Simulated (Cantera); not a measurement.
An isothermal plug-flow reactor at 925 K and 1.00 bar (inlet), inlet velocity 0.44 m/s, active area per volume 120 1/m; feed 0.683 % CO, 17.6 % O2, 81.7 % N2.

Cantera simulation using Deutschmann's 1995 Pt surface mechanism with GRI-Mech 3.0 gas chemistry; the numbers are that mechanism's predictions, not measurements. Catalytic surfaces can have several steady states; this one follows from the mechanism file's or the stated starting coverage. Mass transfer to the wall is taken as infinitely fast.

One state of this run: x CO = 6.58e-6; x O2 = 0.173; x H2O = <1e-12; x CO2 = 0.00684; θ free Pt = 0.104; θ O* = 0.896; θ CO* = 1.09e-6. x: gas mole fraction; θ: surface coverage.

**Question.** Which value of z (m) does it belong to?
A. 0.0005
B. 0.0065
C. 0.018
D. 0.0023

**Answer.** B, 0.0065
